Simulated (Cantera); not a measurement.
Source: NASA polynomial tables (part measured, part estimated), evaluated in Cantera. Values are per mole of reaction as written; species without (g) are pure solids or liquids, kept so even where they would boil at 1 bar.

Ta2O5 + NO(g) = 2 TaO2(g) + NO2(g), with ΔH° = 1587.2 kJ and ΔS° = 446.5 J/K at 300 K.

How far is the shortcut ΔG° ≈ ΔH°(300 K) − T·ΔS°(300 K) from the full temperature-dependent value at 1775, 1800, 1825, 1850, 1875, 1900, 1925, 1950, 1975, 2000, 2025 K?


```csv
T (K),shortcut (kJ),full (kJ),difference (kJ),difference in log10 K
1775,794.6,871.2,-76.6,2.25
1800,783.4,862.2,-78.8,2.29
1825,772.2,853.2,-81.0,2.32
1850,761.1,844.3,-83.2,2.35
1875,749.9,835.3,-85.4,2.38
1900,738.8,826.4,-87.6,2.41
1925,727.6,817.5,-89.9,2.44
1950,716.4,808.6,-92.2,2.47
1975,705.3,799.7,-94.5,2.50
2000,694.1,790.9,-96.8,2.53
2025,682.9,782.1,-99.1,2.56
```
The shortcut ignores the heat-capacity change of the reaction.
